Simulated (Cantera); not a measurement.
Mixture: CH₄ : O₂ : N₂ = 1 : 2.63 : 9.89 (molar parts), equivalence ratio 0.76, at 0.480 bar, adiabatic and at constant pressure. Ignition delay is the time to a rise of 400 K.

Model: GRI-Mech 3.0 (53 species, 325 reactions), integrated in Cantera.

**Question.** What does this change do: constant volume in place of constant pressure?

**Answer.** 
```json
[
 {"quantity": "delay at 1100 K", "before": "0.348 s", "after": "0.337 s"},
 {"quantity": "delay at 1300 K", "before": "17.8 ms", "after": "17.1 ms"},
 {"quantity": "delay at 1500 K", "before": "1.89 ms", "after": "1.81 ms"},
 {"quantity": "delay at 1700 K", "before": "0.398 ms", "after": "0.380 ms"},
 {"quantity": "delay at 1900 K", "before": "0.126 ms", "after": "0.118 ms"},
 {"quantity": "apparent activation energy between 1800 and 2000 K", "before": "150 kJ/mol", "after": "160 kJ/mol"}
]
```
